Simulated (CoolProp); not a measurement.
Propyne along the isotherm 335.2 K: Z from the reference equation and from simpler models built on Tc = 402.7 K, pc = 5658 kPa, ω = 0.204; each cubic takes its own stable root.

The numbers come from the reference Helmholtz-energy equation of state, Polt 1992 in CoolProp. This equation is an older, rougher fit; its heat capacities, sound speeds and derivatives of the liquid may be far off and weren't checked against measurements.

| p (kPa) | phase | reference |
|---|---|---|
| 1010 | gas | 0.8719 |
| 2020 | liquid | 0.05289 |
| 3030 | liquid | 0.07890 |
| 4040 | liquid | 0.1047 |
| 5050 | liquid | 0.1302 |
| 6060 | liquid | 0.1555 |
| 7070 | liquid | 0.1806 |
| 8080 | liquid | 0.2055 |
| 9090 | liquid | 0.2302 |
| 10100 | liquid | 0.2548 |
| 11100 | liquid | 0.2790 |
| 12100 | liquid | 0.3030 |
| 13100 | liquid | 0.3269 |
| 14100 | liquid | 0.3506 |

**Question.** How far does each simpler model (van der Waals, Redlich-Kwong, Soave-Redlich-Kwong, Peng-Robinson) lie from the reference over these 14 states: mean and median of the absolute difference, and the worst?

**Answer.** 
- van der Waals: mean 149.2 %, median 55.1 %, worst +1412.8 % at 335.2 K and 2020 kPa
- Redlich-Kwong: mean 12.8 %, median 13.1 %, worst +17.2 % at 335.2 K and 2020 kPa
- Soave-Redlich-Kwong: mean 9.6 %, median 10.0 %, worst +12.4 % at 335.2 K and 2020 kPa
- Peng-Robinson: mean 2.2 %, median 2.4 %, worst -3.4 % at 335.2 K and 14100 kPa

At some of these states van der Waals gives the other phase, because its saturation line lies elsewhere.
